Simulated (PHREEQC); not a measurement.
PHREEQC input (Pitzer model, pitzer.dat):

```
SOLUTION 1
  temp 26
  units mol/kgw
  pH 7 charge
  Na 4.2
  Cl 0.11
  K 0.33
  Br 0.22
SOLUTION 2
  temp 26
  units mol/kgw
  pH 7 charge
  C(4) 0.0293
  K 0.0066
  Si 4.2e-07
END
SELECTED_OUTPUT 1
  -reset false
  -pH true
  -pe true
  -ionic_strength true
  -water true
  -totals Br C Cl K Na Si
  -molalities H+ Na+ K+ Cl- CO3-2 Br- H4SiO4 OH- HCO3- CO2
    H3SiO4- H2SiO4-2
  -equilibrium_phases Halite Kalicinite Nahcolite Natron SiO2(a) Sylvite Trona
PRINT
  -reset false
MIX 1
  1 1
  2 0
EQUILIBRIUM_PHASES 1
  Halite 0 0
  Kalicinite 0 0
  Nahcolite 0 0
  Natron 0 0
  SiO2(a) 0 0
  Sylvite 0 0
  Trona 0 0
END
# ... the last block is repeated for the other 10 points of share of solution B
```

Selected output (columns that matter, 11 of 11 rows; share of solution B added in front):

```
share of solution B	pH	mu	Br	C	Cl	K	Na	Si	m_H+	m_Na+	m_K+	m_Cl-	m_CO3-2	m_Br-
0	14.731	4.53	0.22	0	0.11	0.33	4.2	0	4.3835e-15	4.2	0.33	0.11	0	0.22
0.1	14.633	4.0804	0.19799	0.0029298	0.098995	0.29764	3.7798	4.1998e-08	5.4728e-15	3.7798	0.29764	0.098995	0.0029298	0.19799
0.2	14.532	3.6308	0.17598	0.0058594	0.087991	0.26529	3.3596	8.3991e-08	6.8468e-15	3.3596	0.26529	0.087991	0.0058593	0.17598
0.3	14.427	3.1813	0.15398	0.0087886	0.076988	0.23294	2.9395	1.2598e-07	8.602e-15	2.9395	0.23294	0.076988	0.0087885	0.15398
0.4	14.317	2.7318	0.13197	0.011718	0.065986	0.2006	2.5195	1.6796e-07	1.0889e-14	2.5195	0.2006	0.065986	0.011717	0.13197
0.5	14.198	2.2824	0.10997	0.014646	0.054985	0.16826	2.0994	2.0994e-07	1.3962e-14	2.0994	0.16826	0.054985	0.014646	0.10997
0.6	14.066	1.833	0.087972	0.017574	0.043986	0.13592	1.6795	2.5192e-07	1.8307e-14	1.6795	0.13592	0.043986	0.017574	0.087972
0.7	13.91	1.3836	0.065976	0.020502	0.032988	0.10358	1.2595	2.9389e-07	2.5008e-14	1.2595	0.10358	0.032988	0.020501	0.065976
0.8	13.707	0.93432	0.043981	0.02343	0.021991	0.07125	0.83965	3.3586e-07	3.7247e-14	0.83965	0.07125	0.021991	0.023428	0.043981
0.9	13.376	0.48507	0.02199	0.026357	0.010995	0.038922	0.4198	3.7782e-07	7.1407e-14	0.4198	0.038922	0.010995	0.026351	0.02199
1	5.7625	0.0066021	0	0.0293	0	0.0066	0	4.2e-07	1.89e-06	0	0.0066	0	2.3393e-07	0
```

In brines, pH and single-ion activities rest on the MacInnes convention.
